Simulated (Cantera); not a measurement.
A closed system holds: 1 mol PbO, 9.1 mol H2, 1 mol N2, equilibrated at 88.0 Pa.

Cantera equilibrium calculation (NASA polynomials, part measured and part estimated; ideal gas, pure solids and liquids). Candidate condensed phases: H2O, Pb, PbO, PbO2, Pb3O4; 27 gas species. The numbers say what is thermodynamically allowed, not how fast it happens.

Question: Which condensed phases are stable at each of these points (T (K)): 450, 550, 650, 750, 850, 950, 1050, 1150, 1250, 1350, 1450?

Answer: 
```json
[
 {"T (K)": "450", "condensed phases": "Pb(s)", "Pb condensed (%)": "100.0"},
 {"T (K)": "550", "condensed phases": "Pb(s)", "Pb condensed (%)": "100.0"},
 {"T (K)": "650", "condensed phases": "Pb(l)", "Pb condensed (%)": "100.0"},
 {"T (K)": "750", "condensed phases": "Pb(l)", "Pb condensed (%)": "100.0"},
 {"T (K)": "850", "condensed phases": "Pb(l)", "Pb condensed (%)": "99.6"},
 {"T (K)": "950", "condensed phases": "Pb(l)", "Pb condensed (%)": "94.2"},
 {"T (K)": "1050", "condensed phases": "Pb(l)", "Pb condensed (%)": "43.6"},
 {"T (K)": "1150", "condensed phases": "gas only", "Pb condensed (%)": "0.0"},
 {"T (K)": "1250", "condensed phases": "gas only", "Pb condensed (%)": "0.0"},
 {"T (K)": "1350", "condensed phases": "gas only", "Pb condensed (%)": "0.0"},
 {"T (K)": "1450", "condensed phases": "gas only", "Pb condensed (%)": "0.0"}
]
```

From 450 K to 550 K the condensed part is Pb(s). From 650 K to 1050 K the condensed part is Pb(l). From 1150 K to 1450 K nothing is condensed.
